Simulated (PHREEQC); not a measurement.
Make-up at 15 °C: 0.69 mol K2CO3, 0.96 mol KCl and 2.6 mol KBr per kg of water. Closed to the air; pH follows from the charge balance.

All values are PHREEQC results (Pitzer model, pitzer.dat), not measurements.

The ionic strength comes out as 5.63 mol/kgw. What activity coefficients do Cl-, HCO3-, K+, Br-, CO3-2 get?

Cl- 0.59, HCO3- 0.43, K+ 0.54, Br- 0.63, CO3-2 0.087. Single-ion values are on the MacInnes scale.

No solid was allowed to form. Complexes and solids missing from the database can't appear. In brines, pH and single-ion activities rest on the MacInnes convention.
